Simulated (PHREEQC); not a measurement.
A solution holds 6.9 mmol/kgw CaCl2 and 2.7 mmol/kgw Na2SO4, at 25 °C. Closed to the air; pH follows from the charge balance.

All values are PHREEQC results (ion-association model, wateq4f.dat), not measurements.

| quantity | before | after |
|---|---|---|
| ionic strength (mol/kgw) | 0.0258 | 0.0287 |
| Ca+2 (mol/kgw) | 0.00617 | 0.00589 |
| CaSO4 (mol/kgw) | 0.000727 | 0.00101 |
| NaSO4- (mol/kgw) | 2.86e-5 | 6.39e-5 |
| SI of Gypsum (CaSO4:2H2O) | -0.86 | -0.71 |
| SI of Halite (NaCl) | -5.85 | -5.68 |

**Question.** What was changed between the two runs?
A. diluted 5-fold with water
B. CaCl2 from 0.0069 to 0.00621 mol/kgw
C. Na2SO4 from 0.0027 to 0.00405 mol/kgw
D. Na2SO4 from 0.0027 to 0.0135 mol/kgw
E. diluted 100-fold with water

**Answer.** C, Na2SO4 from 0.0027 to 0.00405 mol/kgw

This is a speciation only: nothing precipitates in the calculation.
